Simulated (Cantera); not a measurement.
## Iron carbonyl, mercury and lead vapours: Hg + H2 + N2 + O2

Input: 1 mol Hg, a varied amount of H2, 0.83 mol N2, 0.26 mol O2, at 240000 Pa.

Method: chemical equilibrium by Gibbs-energy minimisation in Cantera with the NASA 1993 tables (ideal gas, pure condensed phases). Candidate condensed phases: H2O, Hg, HgO; 25 gas species. Rates play no part.

Problem. Map the stable condensed phases over T = 450, 500, 550, 600, 650, 700, 750, 800, 850 K and n(H2) in mol = 0.2, 0.25, 0.32, 0.4, 0.5, 0.63, 0.8, 1, 1.3, 1.6, 2, 2.5, 3.2.

Solution. 
```
T in K \ n(H2) in mol
          0.2 0.25 0.32  0.4  0.5 0.63  0.8    1  1.3  1.6    2  2.5  3.2
    850     A    A    A    A    A    A    A    A    A    A    A    A    A
    800     A    A    A    A    A    A    A    A    A    A    A    A    A
    750     A    A    A    A    A    A    A    A    A    A    A    A    A
    700     B    B    B    B    A    A    A    A    A    A    A    A    A
    650     B    B    B    B    B    A    A    A    A    A    A    A    A
    600     C    C    C    C    C    D    D    D    D    D    D    A    A
    550     C    C    C    C    C    D    D    D    D    D    D    D    D
    500     C    C    C    C    C    D    D    D    D    D    D    D    D
    450     C    C    C    C    C    D    D    D    D    D    D    D    D
```
A: gas only; B: HgO; C: Hg + HgO; D: Hg.
